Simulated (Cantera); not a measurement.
Input (Python, Cantera) and output of one run.

```python
import numpy as np
import cantera as ct

gas_names = """
    O2 CL2
""".split()
cond_names = """
    Sr(L) SrCL2(L) SrO(s)
""".split()


def load(file, names, dense=False):
    # The tables refer to 1 bar. Condensed volumes are neglected.
    table = {s.name: s for s in ct.Species.list_from_file(file)}
    out = []
    for n in names:
        d = dict(table[n].input_data)
        d["thermo"] = dict(d["thermo"], **{"reference-pressure": 1e5})
        if dense:
            d["equation-of-state"] = {"model": "constant-volume", "density": "1e6 g/cm^3"}
        out.append(ct.Species.from_dict(d))
    return out


species = {s.name: s for s in load("nasa_gas.yaml", gas_names) + load("nasa_condensed.yaml", cond_names)}
T = 1275
g = {n: (s.thermo.h(T) - T * s.thermo.s(T)) / (ct.gas_constant * T * np.log(10)) for n, s in species.items()}
valid = cond_names  # the entries whose range holds T


def stable(la, lb):
    # potentials (over RT ln 10) of the two non-metals from log10 p(O2) and log10 p(CL2) in bar
    mu = {}
    mu["O"] = (g["O2"] + la) / 2
    mu["Cl"] = (g["CL2"] + lb) / 2
    cost = {}
    for n in valid:
        c = species[n].composition
        cost[n] = (g[n] - sum(c.get(e, 0) * m for e, m in mu.items())) / c["Sr"]
    return min(cost, key=cost.get)


results = []
for lb in [0, -1.8, -3.5, -5.2, -7, -8.8, -10.5, -12.2, -14]:
    row = [stable(la, lb) for la in [-16, -15.3, -14.5, -13.8, -13.1, -12.4, -11.6, -10.9, -10.2, -9.5, -8.7, -8, -7.3, -6.5, -5.8, -5.1, -4.4, -3.6, -2.9, -2.2, -1.5, -0.7, 0]]
    results.append(row)
    print(f"{lb:6.1f}  " + " ".join(f"{valid.index(n):x}" for n in row))
print("key: " + ", ".join(f"{i:x} {n}" for i, n in enumerate(valid)))
```

Result:

```
   0.0  1 1 1 1 1 1 1 1 1 1 1 1 1 1 1 1 1 1 1 1 1 1 1
  -1.8  1 1 1 1 1 1 1 1 1 1 1 1 1 1 1 1 1 1 1 1 1 1 1
  -3.5  1 1 1 1 1 1 1 1 1 1 1 1 1 1 1 1 1 1 1 1 1 1 1
  -5.2  1 1 1 1 1 1 1 1 1 1 1 1 1 1 1 1 1 1 1 1 1 1 1
  -7.0  1 1 1 1 1 1 1 1 1 1 1 1 1 1 1 1 1 1 1 1 1 1 1
  -8.8  1 1 1 1 1 1 1 1 1 1 1 1 1 1 1 1 1 1 2 2 2 2 2
 -10.5  1 1 1 1 1 1 1 1 1 1 1 1 1 2 2 2 2 2 2 2 2 2 2
 -12.2  1 1 1 1 1 1 1 1 1 2 2 2 2 2 2 2 2 2 2 2 2 2 2
 -14.0  1 1 1 1 2 2 2 2 2 2 2 2 2 2 2 2 2 2 2 2 2 2 2
key: 0 Sr(L), 1 SrCL2(L), 2 SrO(s)
```

Source: NASA polynomial tables (part measured, part estimated), evaluated in Cantera. Not in the tables: the peroxide, oxide halides.
